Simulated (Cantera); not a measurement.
Feed: 1 mol BCl3, 10 mol H2O.

These are equilibrium values from Cantera (NASA tables, ideal gas, pure condensed phases), not measurements of a reactor. Candidate condensed phases: B, B2O3, B3O3H3, H2O; 33 gas species. The tables' values for BCl2 are old estimates. Gases not in the tables: H3BO3. The numbers say what is thermodynamically allowed, not how fast it happens.

Stable condensed phases, one row left out:

```
T in °C \ P in Pa
             10     37    140    520   1900   7200  27000 100000
   1875       A      A      A      A      A      A      A      A
   1725       A      A      A      A      A      A      A      A
   1575       A      A      A      A      A      A      A      A
   1425       A      A      A      A      A      A      A      A
   1275       A      A      A      A      A      A      B      B
   1125       A      A      A      A      B      B      B      B
    975       A      B      B      B      B      B      B      B
    675       B      B      B      B      B      B      B      B
```

A: gas only; B: B2O3.

Task: Give the row for 825 °C.

Result: 10: B2O3; 37: B2O3; 140: B2O3; 520: B2O3; 1900: B2O3; 7200: B2O3; 27000: B2O3; 100000: B2O3.
